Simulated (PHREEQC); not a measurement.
PHREEQC input (ion-association model, phreeqc.dat):

```
SOLUTION 1
  temp 25
  units mol/kgw
  pH 7 charge
END
SELECTED_OUTPUT 1
  -reset false
  -pH true
  -pe true
  -ionic_strength true
  -water true
  -totals Ntg
  -molalities H+ OH-
USER_PUNCH 1
  -headings p_Ntg(g) phi_Ntg(g) p_H2O(g) phi_H2O(g) density
  10 PUNCH PR_P("Ntg(g)"), PR_PHI("Ntg(g)"), PR_P("H2O(g)"), PR_PHI("H2O(g)"), RHO
PRINT
  -reset false
USE solution 1
REACTION_TEMPERATURE 1
  10
GAS_PHASE 1
  -fixed_pressure
  -pressure 1
  -temperature 10
  -volume 20
  Ntg(g) 1
  H2O(g) 0
END
# ... the last block is repeated for the other 7 points of T (°C)
```

Selected output (columns that matter, 8 of 8 rows; T (°C) added in front):

```
T (°C)	pH	mu	Ntg	m_H+	m_OH-	p_Ntg(g)	phi_Ntg(g)	p_H2O(g)	phi_H2O(g)	density
10	7.2657	5.4251e-08	0.00084075	5.4251e-08	5.4251e-08	0.98767	0.99937	0.01233	0.99649	0.9997
20	7.0823	8.2765e-08	0.00070074	8.2765e-08	8.2765e-08	0.97667	0.9995	0.023328	0.99654	0.9982
30	6.9166	1.2121e-07	0.0005984	1.2121e-07	1.2121e-07	0.95785	0.99962	0.042147	0.99642	0.99564
40	6.7667	1.712e-07	0.00051906	1.712e-07	1.712e-07	0.92695	0.99975	0.073047	0.99608	0.99221
50	6.6309	2.341e-07	0.00045224	2.341e-07	2.341e-07	0.87807	0.99993	0.12193	0.9955	0.98803
60	6.5076	3.1093e-07	0.00038948	3.1093e-07	3.1093e-07	0.80333	1.0002	0.19667	0.99465	0.98319
70	6.3958	4.0228e-07	0.00032273	4.0228e-07	4.0228e-07	0.69251	1.0008	0.30749	0.99358	0.97776
80	6.2944	5.0819e-07	0.00024327	5.0819e-07	5.0819e-07	0.53282	1.0018	0.46718	0.99241	0.97179
```

At this temperature some constants are extrapolated from 25 °C, and those without enthalpy data are left unchanged.
